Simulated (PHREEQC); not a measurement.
A solution holds 0.057 mol Cu(NO3)2, 0.00061 mol HNO3 and 0.075 mol NaCl per kg of water, at 25 °C. Closed to the air; pH follows from the charge balance.

Equilibrium calculation in PHREEQC: ion-association model, phreeqc.dat.

```tsv
quantity	before	after
pH	3.32	4.38
ionic strength (mol/kgw)	0.240	0.241
Cl- (mol/kgw)	0.0717	0.0717
Cu+2 (mol/kgw)	0.0537	0.0537
CuCl+ (mol/kgw)	0.00320	0.00320
CuCl2 (mol/kgw)	5.77e-5	5.75e-5
SI of Halite (NaCl)	-4.12	-4.12
```

Task: Name the change that produced these shifts.
A) temperature from 25 to 65 °C
B) HNO3 replaced by Ba(NO3)2 at the same molality
C) Cu(NO3)2 from 0.057 to 0.114 mol/kgw
D) diluted 100-fold with water
E) temperature from 25 to 30 °C

Result: B, HNO3 replaced by Ba(NO3)2 at the same molality

Precipitation was switched off in this run.
